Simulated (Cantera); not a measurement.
An isothermal, constant-pressure homogeneous reactor starts with C₂H₆ : N₂ = 1 : 7.7 (molar parts), at 1775 K and 82.5 Torr.

Computed with Cantera and GRI-Mech 3.0 (53 species, 325 reactions). GRI-Mech 3.0 stops at C3 and has no aromatics, soot or wall deposition, so with more carbon than oxygen in the feed, carbon stays in small species such as C2H2 where larger ones or solid carbon would form.

x: mole fraction; the columns are a selection and need not sum to one.

```
t (s)       x C₂H₆       x H    x C₂H₄     x CH₄  x C₂H₂    x CH₂
--------  --------  --------  --------  --------  ------  -------
0.000300  0.000438       [?]    0.0236    0.0351  0.0548  1.95e-5
0.000850   6.39e-5       [?]   0.00817    0.0328  0.0718  4.35e-6
0.00241    2.22e-5       [?]   0.00180    0.0303  0.0790  1.67e-6
0.00682    1.33e-5       [?]  0.000448    0.0265  0.0819  1.16e-6
0.0193     7.73e-6       [?]  0.000257    0.0197  0.0849  9.51e-7
0.0548     2.63e-6       [?]  0.000115    0.0108  0.0888  6.45e-7
0.155      4.65e-7  0.000342   6.20e-5   0.00420  0.0916  3.22e-7
0.440      5.63e-8  0.000370   5.35e-5   0.00139  0.0928  1.23e-7
1.25       7.42e-9  0.000378   5.29e-5  0.000484  0.0932  4.42e-8
3.53       2.05e-9  0.000379   5.29e-5  0.000225  0.0933  2.07e-8
10.0       1.59e-9  0.000379   5.29e-5  0.000187  0.0933  1.73e-8
```

Complete the blanks.


- 0.000300, x H: 0.000874
- 0.000850, x H: 0.000402
- 0.00241, x H: 0.000256
- 0.00682, x H: 0.000232
- 0.0193, x H: 0.000253
- 0.0548, x H: 0.000295
